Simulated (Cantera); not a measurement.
An adiabatic, constant-volume homogeneous reactor starts with CH4 : O2 : N2 = 1 : 5.56 : 32.2 (molar parts), equivalence ratio 0.36, at 1425 K and 930000 Pa. Integrator tolerance rtol = 1e-08.

Detailed kinetics in Cantera: GRI-Mech 3.0 (53 species, 325 reactions).

```json
[
 {"quantity": "time of steepest temperature rise", "before": "0.396 ms", "after": "0.155 ms"},
 {"quantity": "temperature at 1.00 s", "before": "2119 K", "after": "2205 K"},
 {"quantity": "equilibrium temperature", "before": "2119 K", "after": "2205 K"},
 {"quantity": "x(CH4) at 1.00 s", "before": "<1e-12 (gas-phase equilibrium <1e-12)", "after": "<1e-12 (gas-phase equilibrium <1e-12)"},
 {"quantity": "x(O2) at 1.00 s", "before": "0.0880 (gas-phase equilibrium 0.0880)", "after": "0.0872 (gas-phase equilibrium 0.0872)"},
 {"quantity": "x(H2) at 1.00 s", "before": "3.13e-5 (gas-phase equilibrium 3.13e-5)", "after": "5.54e-5 (gas-phase equilibrium 5.54e-5)"},
 {"quantity": "x(C2H2) at 1.00 s", "before": "<1e-12 (gas-phase equilibrium <1e-12)", "after": "<1e-12 (gas-phase equilibrium <1e-12)"},
 {"quantity": "x(HCN) at 1.00 s", "before": "<1e-12 (gas-phase equilibrium <1e-12)", "after": "<1e-12 (gas-phase equilibrium <1e-12)"},
 {"quantity": "x(HO2) at 1.00 s", "before": "3.20e-6 (gas-phase equilibrium 3.20e-6)", "after": "4.23e-6 (gas-phase equilibrium 4.23e-6)"}
]
```

**Question.** What was changed between the two runs?
A. initial temperature 1425 to 1525 K
B. initial temperature 1425 to 1100 K
C. initial temperature 1425 to 1150 K
D. pressure from 930000 Pa to 250000 Pa

**Answer.** A, initial temperature 1425 to 1525 K
